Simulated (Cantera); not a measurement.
What does this Cantera script print?

```python
import numpy as np
import cantera as ct

gas_names = """
    F F2 FS2F,fluorodisu H HF H2 H2F2 H2S H3F3 H4F4 H5F5 H6F6 H7F7 S SF SF2 SF3 SF4 SF5 SF6 SH S2
    S2F2,thiothiony S8
""".split()
cond_names = """
    S(cr1) S(cr2) S(L)
""".split()


# ... load() reads the species with a 1 bar reference pressure and builds the phases ...
atoms = {
    'SF6': {'S': 1, 'F': 6},
    'H2': {'H': 2},
}
top_T = {}  # K; cautious upper limits of use, not melting points


# ... equilibrate(T, P, feed) seeds the gas with the atoms and calls Mixture.equilibrate('TP', solver="vcs", rtol=1e-11, max_steps=5000) ...
results = []
feed = {'SF6': 1, 'H2': 2.3}  # mol
T = 2825  # K
P = 51  # Pa
mix = equilibrate(T, P, feed)
results.append((T, P, feed, dict(zip(mix.species_names, mix.species_moles))))
x = sorted(zip(gas.X, gas.species_names), reverse=True)
print(f"T = {T:g} K  P = {P:g} Pa  gas = {mix.phase_moles(0):.4g} mol")
print("   x: " + "  ".join(f"{s} {v:.3e}" for v, s in x if v > 1e-05))
print("   condensed (mol): " + ("  ".join(f"{mix.phase(i).name} {mix.phase_moles(i):.4g}"
      for i in range(1, mix.n_phases) if mix.phase_moles(i) > 1e-12) or "none"))
```

Output:

```
T = 2825 K  P = 51 Pa  gas = 7.883 mol
   x: HF 4.702e-01  F 2.909e-01  S 1.259e-01  H 1.116e-01  H2 7.976e-04  S2 3.746e-04  SH 1.419e-04  SF 6.689e-05
   condensed (mol): none
```

These are equilibrium values from Cantera (NASA tables, ideal gas, pure condensed phases), not measurements of a reactor.
